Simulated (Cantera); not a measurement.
Silicon oxide and oxynitride deposition: TEOS + O₃ + N₂ + CO₂

Input: 1 mol TEOS, 0.78 mol O₃, 20 mol N₂, 2.5 mol CO₂, held at 0.0133 bar.

Cantera equilibrium calculation (NASA polynomials, part measured and part estimated; ideal gas, pure solids and liquids). Candidate condensed phases: C, C₆H₆, C₇H₈, C₈H₁₈, H₂O, Si, SiC, SiO₂, Si₂N₂O, Si₃N₄; 151 gas species. The feed counts by its element totals alone. N₂ is the only nitrogen source here; it is nearly inert below about 1500 K, so the nitride shown seldom forms there in practice. Mutual solubility and eutectic melting of coexisting phases are not modelled. The tables hold silica as quartz up to 1696 K and as liquid above; real silica turns to tridymite and cristobalite and melts near 1996 K. The numbers say what is thermodynamically allowed, not how fast it happens.

| T (K) | x N₂ | x CO | x H₂ | x SiO | n C(graphite) | n SiO₂(β-quartz) | n Si₂N₂O(s) | n SiC(s) |
|---|---|---|---|---|---|---|---|---|
| 950 | 0.509 | 0.235 | 0.254 | <1e-12 | 1.23 | 1.00 | 0 | 0 |
| 1025 | 0.509 | 0.237 | 0.254 | <1e-12 | 1.18 | 1.00 | 0 | 0 |
| 1100 | 0.508 | 0.237 | 0.254 | 5.56e-11 | 1.16 | 1.00 | 0 | 0 |
| 1175 | 0.508 | 0.237 | 0.254 | 6.61e-9 | 1.16 | 1.00 | 0 | 0 |
| 1250 | 0.489 | 0.262 | 0.249 | 2.77e-7 | 0 | 0.227 | 0.387 | 0 |
| 1325 | 0.489 | 0.262 | 0.249 | 4.34e-6 | 0 | 0.226 | 0.387 | 0 |
| 1400 | 0.489 | 0.262 | 0.249 | 5.03e-5 | 0 | 0.225 | 0.386 | 0 |
| 1475 | 0.489 | 0.262 | 0.249 | 0.000452 | 0 | 0.220 | 0.381 | 0 |
| 1550 | 0.488 | 0.261 | 0.248 | 0.00327 | 0 | 0.182 | 0.343 | 0 |
| 1625 | 0.484 | 0.256 | 0.244 | 0.0165 | 0 | 0 | 0.161 | 0 |
| 1700 | 0.483 | 0.255 | 0.243 | 0.0181 | 0 | 0 | 0.122 | 0.0127 |
| 1775 | 0.483 | 0.252 | 0.241 | 0.0225 | 0 | 0 | 0 | 0.0700 |
| 1850 | 0.483 | 0.251 | 0.240 | 0.0226 | 0 | 0 | 0 | 0.0633 |
| 1925 | 0.482 | 0.251 | 0.239 | 0.0227 | 0 | 0 | 0 | 0.0517 |
x: gas mole fraction; n: condensed amount in mol.

From 950 K to 1175 K the condensed part is C(graphite) + SiO₂(β-quartz). From 1250 K to 1550 K the condensed part is SiO₂(β-quartz) + Si₂N₂O(s). At 1625 K the condensed part is Si₂N₂O(s). At 1700 K the condensed part is SiC(s) + Si₂N₂O(s). From 1775 K to 1925 K the condensed part is SiC(s).
